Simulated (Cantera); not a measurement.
A closed system holds: 1 mol SiCl4, 1.9 mol O2, 14 mol N2, at 973 K and 60000 Pa.

These are equilibrium values from Cantera (NASA tables, ideal gas, pure condensed phases), not measurements of a reactor. Candidate condensed phases: Si, SiO2, Si2N2O, Si3N4; 23 gas species. Equilibrium is a limit: real reactors are often held back by kinetics, nucleation or transport.

Base state: N2 0.828, Cl2 0.118, O2 0.0532, Cl 0.000114, NO 1.19e-5 (mole fractions); condensed: SiO2(β-quartz).

### Question
What changes in the equilibrium state with this change: 0.076 mol H2O added?

### Answer
| species | before | after |
|---|---|---|
| N2 | 0.828 | 0.823 |
| Cl2 | 0.118 | 0.113 |
| O2 | 0.0532 | 0.0551 |
| HCl | 0 | 0.00883 |
| H2O | 0 | 5.17e-5 |
| Cl | 0.000114 | 0.000111 |
| NO | 1.19e-5 | 1.21e-5 |
| SiO2(β-quartz), mol | 1.00 | 1.00 |
Further candidate phases: H2O, NH4Cl.

### Question
What changes in the equilibrium state with this change: temperature from 973 K to 1223.15 K?

### Answer
| species | before | after |
|---|---|---|
| N2 | 0.828 | 0.827 |
| Cl2 | 0.118 | 0.117 |
| O2 | 0.0532 | 0.0531 |
| Cl | 0.000114 | 0.00264 |
| ClO | 1.37e-6 | 1.78e-5 |
| NO | 1.19e-5 | 0.000120 |
| SiO2(β-quartz), mol | 1.00 | 1.00 |
The tables hold silica as quartz up to 1696 K and as liquid above; real silica turns to tridymite and cristobalite and melts near 1996 K.

### Question
What changes in the equilibrium state with this change: temperature from 973 K to 1225 K?

### Answer
```csv
species,before,after
N2,0.828,0.827
Cl2,0.118,0.117
O2,0.0532,0.0531
Cl,0.000114,0.00269
ClO,1.37e-6,1.80e-5
NO,1.19e-5,0.000121
"SiO2(β-quartz), mol",1.00,1.00
```
The tables hold silica as quartz up to 1696 K and as liquid above; real silica turns to tridymite and cristobalite and melts near 1996 K.
